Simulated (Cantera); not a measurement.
A Cantera script and what it prints.

```python
import numpy as np
import cantera as ct

gas_names = """
    H HO2 H2 H2O H2O2 H2S H2SO4 O OH O2 O3 S SH SO SO2 SO3 S2 S2O S8
""".split()
cond_names = """
    H2O(s) H2O(L) H2SO4(L) S(cr1) S(cr2) S(L)
""".split()


# ... load() reads the species with a 1 bar reference pressure and builds the phases ...
atoms = {
    'SO2': {'S': 1, 'O': 2},
    'H2': {'H': 2},
    'O2': {'O': 2},
}
top_T = {}  # K; cautious upper limits of use, not melting points


# ... equilibrate(T, P, feed) seeds the gas with the atoms and calls Mixture.equilibrate('TP', solver="vcs", rtol=1e-11, max_steps=5000) ...
results = []
feed = {'SO2': 1, 'H2': 2.1, 'O2': 2.8}  # mol
P = 1333.22  # Pa
for T in [800, 1000, 1200, 1400, 1600, 1800, 2000, 2200, 2400, 2600, 2800]:
    mix = equilibrate(T, P, feed)
    results.append((T, P, feed, dict(zip(mix.species_names, mix.species_moles))))

top = {s: max(r[3][s] / sum(r[3][g] for g in gas_names) for r in results) for s in gas_names}
cols = sorted((s for s in top if top[s] > 1e-05), key=lambda s: -top[s])[:6]
seen = [c for c in cond_names if any(r[3].get(c, 0) > 1e-12 for r in results)]
print("log10 of partial pressures in bar; condensed amounts in mol")
print(f"{'T/K':>10s}" + "".join(f"{s[:9]:>10s}" for s in cols + seen))
for T, P, feed, n in results:
    ng = sum(n[g] for g in gas_names)
    print(f"{T:10.4g}" + "".join(f"{np.log10(max(n[s] / ng * P / 1e5, 1e-99)):10.3f}" for s in cols)
          + "".join(f"{n.get(c, 0):10.4g}" for c in seen))
```

Output:

```
log10 of partial pressures in bar; condensed amounts in mol
       T/K       H2O        O2         O       SO2         H       SO3
       800    -2.207    -2.381   -14.288    -3.037   -18.689    -2.690
      1000    -2.234    -2.327   -10.967    -2.607   -14.208    -3.513
      1200    -2.238    -2.319    -8.761    -2.568   -11.192    -4.317
      1400    -2.239    -2.318    -7.183    -2.563    -9.025    -4.911
      1600    -2.239    -2.318    -5.998    -2.562    -7.394    -5.356
      1800    -2.242    -2.320    -5.075    -2.562    -6.121    -5.700
      2000    -2.251    -2.326    -4.337    -2.565    -5.103    -5.978
      2200    -2.275    -2.340    -3.738    -2.576    -4.273    -6.217
      2400    -2.338    -2.371    -3.248    -2.610    -3.597    -6.450
      2600    -2.485    -2.435    -2.851    -2.703    -3.061    -6.727
      2800    -2.798    -2.555    -2.543    -2.911    -2.678    -7.126
```

These are equilibrium values from Cantera (NASA tables, ideal gas, pure condensed phases), not measurements of a reactor.
